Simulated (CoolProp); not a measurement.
Vapour-liquid equilibrium of CH2F2 (R32) (1) + R125 (2) at 210.4 K; x and y are mole fractions of (1).

Values from CoolProp's multi-fluid Helmholtz-energy mixture model, Tillner-Roth 1997 and Lemmon 2005; pair parameters Lemmon 2004.

| x | bubble pressure (MPa) | y at the bubble point | dew pressure at overall composition x (MPa) | liquid density (mol/L) |
|---|---|---|---|---|
| 0.05 | 0.04717 | (withheld) | 0.04701 | 13.35 |
| 0.125 | 0.04823 | 0.157 | 0.04786 | 13.84 |
| 0.2 | 0.04931 | 0.245 | 0.04875 | 14.36 |
| 0.275 | 0.05037 | 0.329 | 0.04968 | 14.92 |
| 0.35 | 0.05138 | 0.408 | (withheld) | 15.52 |
| 0.425 | 0.05233 | (withheld) | (withheld) | 16.17 |
| 0.5 | 0.05319 | 0.554 | 0.05254 | 16.88 |
| 0.575 | 0.05396 | (withheld) | 0.05344 | 17.65 |
| 0.65 | 0.05463 | 0.686 | 0.05427 | 18.50 |
| 0.725 | 0.05517 | 0.749 | 0.05497 | 19.43 |
| 0.8 | 0.05556 | (withheld) | 0.05549 | 20.46 |
| 0.875 | 0.05578 | 0.878 | 0.05578 | 21.62 |
| 0.95 | 0.05578 | 0.948 | 0.05578 | 22.93 |

Problem. Some entries are withheld; supply them.

Solution. 
- 0.05, y at the bubble point: 0.064
- 0.35, dew pressure at overall composition x (MPa): 0.05063
- 0.425, y at the bubble point: 0.483
- 0.425, dew pressure at overall composition x (MPa): 0.05159
- 0.575, y at the bubble point: 0.621
- 0.8, y at the bubble point: 0.813

y crosses x between x = 0.875 and 0.95: the model has an azeotrope there.

Pair parameters are fitted to limited data, so mixtures are less certain than the pure fluids.
